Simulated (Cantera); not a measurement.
Cantera with NASA thermochemical tables; ideal gases at 1 bar, condensed phases pure. Values are per mole of reaction as written; species without (g) are pure solids or liquids, kept so even where they would boil at 1 bar.

S2(g) + Ni3S4 ⇌ 3 NiS2

```tsv
T (K)	ΔH° (kJ)	ΔS° (J/K)	ΔG° (kJ)	log10 K
350	-220.8	-197.0	-151.9	22.66
375	-220.6	-196.4	-146.9	20.47
400	?	?	?	?
425	-220.4	-195.8	-137.1	16.86
450	-220.3	-195.7	-132.3	15.35
475	?	?	?	?
500	-220.4	-195.9	-122.5	12.79
525	?	?	?	?
```

**Question.** What belongs in the gaps?

**Answer.** 
- 400, ΔH° (kJ): -220.4
- 400, ΔS° (J/K): -196.0
- 400, ΔG° (kJ): -142.0
- 400, log10 K: 18.55
- 475, ΔH° (kJ): -220.3
- 475, ΔS° (J/K): -195.8
- 475, ΔG° (kJ): -127.4
- 475, log10 K: 14.01
- 525, ΔH° (kJ): -220.6
- 525, ΔS° (J/K): -196.2
- 525, ΔG° (kJ): -117.6
- 525, log10 K: 11.70
